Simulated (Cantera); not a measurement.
# SiCl4 + CH4 + H2 + C3H8 (silicon carbide growth)

Feed: 1 mol SiCl4, 0.17 mol CH4, 4.5 mol H2, 0.2 mol C3H8, held at 8.60 mbar.

Cantera equilibrium calculation (NASA polynomials, part measured and part estimated; ideal gas, pure solids and liquids). Candidate condensed phases: C, C6H6, C7H8, C8H18, Si, SiC; 109 gas species. The tables' values for SiCl3, SiCl are old estimates; treat these amounts as uncertain. Rates play no part.

From 1275 °C to 1500 °C the condensed part is SiC(s). At 1525 °C the condensed part is C(graphite) + SiC(s). The main Si-bearing gas is SiCl2 throughout.

| T (°C) | x H2 | x HCl | x SiCl2 | x SiCl3 | x H | x Cl | x SiCl4 | x SiHCl3 | n SiC(s) | n C(graphite) |
|---|---|---|---|---|---|---|---|---|---|---|
| 1275 | 0.510 | 0.459 | 0.0263 | 0.00289 | 0.000237 | 0.000171 | 0.000893 | 0.000121 | 0.770 | 0 |
| 1300 | 0.509 | 0.460 | 0.0269 | 0.00256 | 0.000313 | 0.000225 | 0.000641 | 9.40e-5 | 0.770 | 0 |
| 1325 | 0.509 | 0.460 | 0.0274 | 0.00226 | 0.000409 | 0.000293 | 0.000462 | 7.33e-5 | 0.770 | 0 |
| 1350 | 0.508 | 0.461 | 0.0277 | 0.00200 | 0.000531 | 0.000379 | 0.000336 | 5.74e-5 | 0.770 | 0 |
| 1375 | 0.508 | 0.461 | 0.0281 | 0.00177 | 0.000684 | 0.000487 | 0.000246 | 4.52e-5 | 0.770 | 0 |
| 1400 | 0.508 | 0.461 | 0.0283 | 0.00157 | 0.000875 | 0.000620 | 0.000181 | 3.58e-5 | 0.770 | 0 |
| 1425 | 0.507 | 0.461 | 0.0286 | 0.00139 | 0.00111 | 0.000785 | 0.000134 | 2.85e-5 | 0.770 | 0 |
| 1450 | 0.507 | 0.461 | 0.0288 | 0.00124 | 0.00140 | 0.000985 | 0.000101 | 2.28e-5 | 0.769 | 0 |
| 1475 | 0.507 | 0.460 | 0.0289 | 0.00111 | 0.00175 | 0.00123 | 7.58e-5 | 1.84e-5 | 0.769 | 0 |
| 1500 | 0.506 | 0.460 | 0.0291 | 0.000993 | 0.00218 | 0.00152 | 5.76e-5 | 1.49e-5 | 0.769 | 0 |
| 1525 | 0.507 | 0.457 | 0.0305 | 0.000923 | 0.00270 | 0.00186 | 4.53e-5 | 1.25e-5 | 0.759 | 0.00969 |
x: gas mole fraction; n: condensed amount in mol.
